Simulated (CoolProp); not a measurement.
R1234ze(Z) along the isobar 2.38 MPa: Z from the reference equation and from simpler models built on Tc = 423.3 K, pc = 3.531 MPa, ω = 0.327; each cubic takes its own stable root.

Computed with CoolProp (reference Helmholtz-energy equation of state, Akasaka 2019).

```csv
T (K),phase,reference,van der Waals,Soave-Redlich-Kwong
307.6,liquid,0.08790,0.1629,0.1081
317.8,liquid,0.08709,0.1612,0.1073
328,liquid,0.08654,0.1601,0.1069
338.2,liquid,0.08625,0.1595,0.1069
348.4,liquid,0.08626,0.1595,0.1075
358.5,liquid,0.08664,0.1605,0.1087
368.7,liquid,0.08747,0.1627,0.1108
378.9,liquid,0.08896,0.1669,0.1141
389.1,liquid,0.09147,0.6428,0.1195
399.3,liquid,0.09599,0.6823,0.1292
409.5,gas,0.6239,0.7130,0.6591
419.6,gas,0.6742,0.7381,0.7035
429.8,gas,0.7129,0.7595,0.7387
440,gas,0.7440,0.7781,0.7675
```

At some of these states van der Waals gives the other phase, because its saturation line lies elsewhere.
